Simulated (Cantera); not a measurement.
# Ignition delay

Mixture: CH4 : O2 : N2 : H2 = 1 : 3.39 : 12.7 : 0.02 (molar parts), at 1350 Torr, adiabatic and at constant pressure. Ignition delay is the time to a rise of 400 K.

Detailed kinetics in Cantera: GRI-Mech 3.0 (53 species, 325 reactions).

| T0 (K) | delay (ms) |
|---|---|
| 1000 | 251 |
| 1100 | 63.1 |
| 1200 | 16.5 |
| 1300 | 4.72 |
| 1400 | 1.52 |
| 1500 | 0.559 |
| 1600 | 0.238 |
| 1700 | 0.115 |
| 1800 | 0.0614 |
| 1900 | 0.0356 |

- apparent activation energy between 1700 and 1900 K: 160 kJ/mol
